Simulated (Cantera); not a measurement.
Charge: 1 mol Si, 1.3 mol Cl2, 9.8 mol H2, held at 1475 K and 3.30 bar.

Cantera equilibrium calculation (NASA polynomials, part measured and part estimated; ideal gas, pure solids and liquids). Candidate condensed phases: Si; 19 gas species. The tables' values for SiCl3 are old estimates; treat these amounts as uncertain. Equilibrium is a limit: real reactors are often held back by kinetics, nucleation or transport.

Base state: H2 0.866, HCl 0.0752, SiCl2 0.0206, SiHCl3 0.0141, SiCl4 0.0130, SiCl3 0.00886, SiH2Cl2 0.00242, SiH3Cl 0.000121 (mole fractions); condensed: Si(s).

Task: What changes in the equilibrium state with this change: pressure from 3.30 bar to 1 atm?

Result: 
```csv
species,before,after
H2,0.866,0.852
HCl,0.0752,0.0909
SiCl2,0.0206,0.0305
SiHCl3,0.0141,0.00780
SiCl4,0.0130,0.00879
SiH3Cl,0.000121,4.41e-5
SiH2Cl2,0.00242,0.00109
H,6.64e-6,1.19e-5
SiCl3,0.00886,0.00888
"Si(s), mol",0.366,0.379
```
